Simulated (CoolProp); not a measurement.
A simple Rankine cycle with tetrahydrofuran: condensing at 289.15 K, boiler at 0.0769 MPa, turbine inlet 480.8 K, turbine efficiency 0.65, pump efficiency 0.7, no recuperator. Each further row changes one setting.

The numbers come from the reference Helmholtz-energy equation of state, Fiedler 2023 in CoolProp.

| case | thermal efficiency (%) | net work (kJ/kg) | heat in (kJ/kg) | turbine exit temperature (K) | volume ratio over the turbine |
|---|---|---|---|---|---|
| as stated | 7.9 | 56.8 | 723 | 447.2 | 5.01 |
| turbine inlet 500.8 K | 7.8 | 59.4 | 759 | 467.2 | 5.02 |
| condensing temperature 281.15 K | 9.4 | 69.2 | 736 | 439.7 | 7.28 |
| boiler pressure 0.0538 MPa | 6.3 | 45.3 | 723 | 454.3 | 3.55 |
| turbine efficiency 0.55 | 6.7 | 48.1 | 723 | 452.5 | 5.07 |
